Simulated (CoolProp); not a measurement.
Propylene along the isobar 4830 kPa: density (kg/m³) from the reference equation and from simpler models built on Tc = 91.1 °C, pc = 4555 kPa, ω = 0.146; each cubic takes its own stable root.

The numbers come from the reference Helmholtz-energy equation of state, Lemmon 2013 in CoolProp.

```csv
T (°C),phase,reference
-89.15,liquid,662.8
-61.65,liquid,631.7
-34.05,liquid,598.9
-6.55,liquid,563.6
21.05,liquid,523.9
48.55,liquid,476.2
76.15,liquid,407.3
103.75,supercritical,123.1
131.25,supercritical,87.65
```

Question: How far does each simpler model (van der Waals, Redlich-Kwong, Soave-Redlich-Kwong) lie from the reference over these 9 states: mean and median of the absolute difference, and the worst?

Answer: 
- van der Waals: mean 27.8 %, median 35.0 %, worst -36.6 % at -89.15 °C and 4830 kPa
- Redlich-Kwong: mean 7.5 %, median 7.1 %, worst -16.1 % at 76.15 °C and 4830 kPa
- Soave-Redlich-Kwong: mean 6.6 %, median 6.2 %, worst -14.5 % at 76.15 °C and 4830 kPa
